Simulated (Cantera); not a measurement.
Input (Python, Cantera):

```python
import numpy as np
import cantera as ct

gas = ct.Solution("gri30.yaml")
gas.TPX = 1525, 1333, {'C2H6': 1, 'N2': 94}
inlet = ct.Reservoir(gas, clone=True)

reactor = ct.IdealGasConstPressureReactor(gas, energy="off", clone=False)
exhaust = ct.Reservoir(gas, clone=True)
tau = [3.9, 1.8, 0.81, 0.37, 0.17, 0.077, 0.035, 0.016, 0.0074, 0.0034, 0.0015][0]
for a, b in ((inlet, reactor), (reactor, exhaust)):
    ct.MassFlowController(a, b, mdot=lambda t: reactor.mass / tau)
net = ct.ReactorNet([reactor])
show = ['C2H6', 'CH2', 'CH3', 'HCN', 'H2', 'C2H4']

rows = []
print(f"{'tau/s':>10s}{'T/K':>9s}" + "".join(f"{s:>11s}" for s in show))
for tau in [3.9, 1.8, 0.81, 0.37, 0.17, 0.077, 0.035, 0.016, 0.0074, 0.0034, 0.0015]:
    net.initial_time = 0.0
    net.advance(30 * tau)
    before = gas.X
    net.advance(40 * tau)
    drift = np.max(np.abs(gas.X - before) / (gas.X + 1e-9))
    rows.append([gas.T, *gas[show].X, drift])
    print(f"{tau:10.3e}{gas.T:9.1f}" + "".join(f"{x:11.3e}" for x in gas[show].X))
```

Output:

```
     tau/s      T/K       C2H6        CH2        CH3        HCN         H2       C2H4
 3.900e+00   1525.0  1.255e-05  6.023e-07  1.200e-04  3.802e-05  1.912e-02  6.736e-05
 1.800e+00   1525.0  2.562e-05  8.891e-07  1.723e-04  2.798e-05  1.863e-02  1.313e-04
 8.100e-01   1525.0  5.356e-05  1.302e-06  2.503e-04  1.995e-05  1.792e-02  2.596e-04
 3.700e-01   1525.0  1.102e-04  1.850e-06  3.605e-04  1.407e-05  1.698e-02  4.973e-04
 1.700e-01   1525.0  2.248e-04  2.556e-06  5.164e-04  9.809e-06  1.571e-02  9.171e-04
 7.700e-02   1525.0  4.622e-04  3.443e-06  7.414e-04  6.699e-06  1.400e-02  1.617e-03
 3.500e-02   1525.0  9.403e-04  4.436e-06  1.053e-03  4.496e-06  1.178e-02  2.592e-03
 1.600e-02   1525.0  1.867e-03  5.322e-06  1.451e-03  2.910e-06  9.108e-03  3.554e-03
 7.400e-03   1525.0  3.487e-03  5.665e-06  1.837e-03  1.738e-06  6.193e-03  3.814e-03
 3.400e-03   1525.0  5.854e-03  4.942e-06  1.954e-03  8.613e-07  3.366e-03  2.831e-03
 1.500e-03   1525.0  8.333e-03  3.000e-06  1.534e-03  2.725e-07  1.194e-03  1.191e-03
```

Computed with Cantera and GRI-Mech 3.0 (53 species, 325 reactions). GRI-Mech 3.0 stops at C3 and has no aromatics, soot or wall deposition, so with more carbon than oxygen in the feed, carbon stays in small species such as C2H2 where larger ones or solid carbon would form. Radical loss at walls, strong at low pressure, is not modelled.
